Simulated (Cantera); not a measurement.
Mixture: CH4 : H2 : O2 : N2 = 1 : 0.072 : 1.2 : 4.5 (molar parts), equivalence ratio 1.7, at 1430 Torr, adiabatic and at constant pressure. Ignition delay is the time to a rise of 400 K.

Model: GRI-Mech 3.0 (53 species, 325 reactions), integrated in Cantera.

Question: What does this change do: constant volume in place of constant pressure?

Answer: 
| quantity | before | after |
|---|---|---|
| delay at 1125 K | 36.8 ms | 34.0 ms |
| delay at 1225 K | 12.1 ms | 11.1 ms |
| delay at 1325 K | 3.99 ms | 3.65 ms |
| delay at 1425 K | 1.38 ms | 1.26 ms |
| delay at 1525 K | 0.513 ms | 0.471 ms |
| delay at 1625 K | 0.213 ms | 0.196 ms |
| delay at 1725 K | 99.1 µs | 91.2 µs |
| apparent activation energy between 1525 and 1725 K | 180 kJ/mol | 180 kJ/mol |
